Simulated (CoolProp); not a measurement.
A Linde-Hampson liquefier for CF4 (R14): isothermal reversible compression at 290 K from 1 atm to 15 MPa, throttling to 1 atm, return gas leaving the recuperator 0 K below the feed. Each further row changes one setting.

The numbers come from the reference Helmholtz-energy equation of state, Platzer 1990 in CoolProp. This equation is an older, rougher fit; its heat capacities, sound speeds and derivatives of the liquid may be far off and weren't checked against measurements.

```csv
case,liquid yield per pass,compression work (kJ/kg of gas)
as stated,0.275,122
high pressure 30 MPa,0.318,138
warm-end temperature 320 K,0.197,141
warm-end gap 5 K,0.264,122
```
